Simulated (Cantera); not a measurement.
A perfectly stirred reactor is fed with 11.9 % CH₄, 4.88 % CO, 17.5 % O₂, 65.8 % N₂, at 760 Torr; it is adiabatic with a 473 K inlet, and is followed from long to short residence time, starting on the burning branch (τ in s: 0.037, 0.019, 0.0095, 0.0048, 0.0024, 0.0012, 0.00061, 0.00031, 0.00015, 7.8e-05, 3.9e-05, 2e-05, 9.9e-06).

Model: GRI-Mech 3.0 (53 species, 325 reactions), integrated in Cantera.

Problem. Predict: blow-out, bracketed by the residence times tried; x(CH₄) at τ = 37.0 ms; x(CO) at τ = 37.0 ms; x(O₂) at τ = 37.0 ms; x(CH₂) at τ = 37.0 ms; x(HO₂) at τ = 37.0 ms; x(CH₄) at τ = 0.610 ms; x(CO) at τ = 0.610 ms; x(O₂) at τ = 0.610 ms; x(CH₂) at τ = 0.610 ms; x(HO₂) at τ = 0.610 ms.

Solution. 
* **blow-out, bracketed by the residence times tried**: burning at 0.310 ms, out at 0.150 ms
* **x(CH₄) at τ = 37.0 ms**: 0.000142
* **x(CO) at τ = 37.0 ms**: 0.102
* **x(O₂) at τ = 37.0 ms**: 0.000177
* **x(CH₂) at τ = 37.0 ms**: 1.76e-6
* **x(HO₂) at τ = 37.0 ms**: 4.16e-8
* **x(CH₄) at τ = 0.610 ms**: 0.00137
* **x(CO) at τ = 0.610 ms**: 0.103
* **x(O₂) at τ = 0.610 ms**: 0.00437
* **x(CH₂) at τ = 0.610 ms**: 3.28e-5
* **x(HO₂) at τ = 0.610 ms**: 1.89e-6
